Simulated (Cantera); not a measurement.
Charge: 1 mol SiCl4, 24 mol NH3, 0.59 mol H2, equilibrated at 5.20 Pa.

Method: chemical equilibrium by Gibbs-energy minimisation in Cantera with the NASA 1993 tables (ideal gas, pure condensed phases). Candidate condensed phases: NH4Cl, Si, Si3N4; 28 gas species. The tables' values for SiCl, SiN are old estimates; treat these amounts as uncertain. Equilibrium is a limit: real reactors are often held back by kinetics, nucleation or transport. All values below are at 1600 °C.

Base state: H2 0.616, N2 0.224, H 0.0703, HCl 0.0649, Si 0.0162, Cl 0.00561, SiCl2 0.00183, SiCl 0.000551 (mole fractions); condensed: gas only.

Problem. What changes in the equilibrium state with this change: SiCl4 replaced by SiH4?

Solution. 
```tsv
species	before	after
H2	0.616	0.683
N2	0.224	0.224
H	0.0703	0.0740
HCl	0.0649	0
Cl	0.00561	0
Si	0.0162	0.0185
SiCl2	0.00183	0
SiCl	0.000551	0
```
The tables' values for SiN are old estimates; treat these amounts as uncertain.
